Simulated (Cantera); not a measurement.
Charge: 1 mol Ti, 0.58 mol O2, 29 mol H2, equilibrated at 10.0 Torr.

Equilibrium computed with Cantera from the NASA thermochemical tables; the gas is ideal and each condensed phase is pure. Candidate condensed phases: H2O, Ti, TiO, TiO2, Ti2O3, Ti3O5, Ti4O7; 12 gas species. Mutual solubility and eutectic melting of coexisting phases are not modelled. TiO: taken at fixed stoichiometry. Rates play no part. All values below are at 1600 K.

Base state: H2 1.000, H 0.000471, H2O 1.97e-5 (mole fractions); condensed: TiO(s) + Ti2O3(s).

**Question.** What changes in the equilibrium state with this change: O2 from 0.58 to 1 mol?

**Answer.** 
| species | before | after |
|---|---|---|
| H2 | 1.000 | 0.990 |
| H2O | 1.97e-5 | 0.00959 |
| H | 0.000471 | 0.000468 |
| TiO(s), mol | 0.681 | 0 |
| Ti2O3(s), mol | 0.159 | 0 |
| Ti3O5(s), mol | 0 | 0.112 |
| Ti4O7(s), mol | 0 | 0.166 |
Condensed phases not in the tables: Magnéli phases beyond Ti4O7.
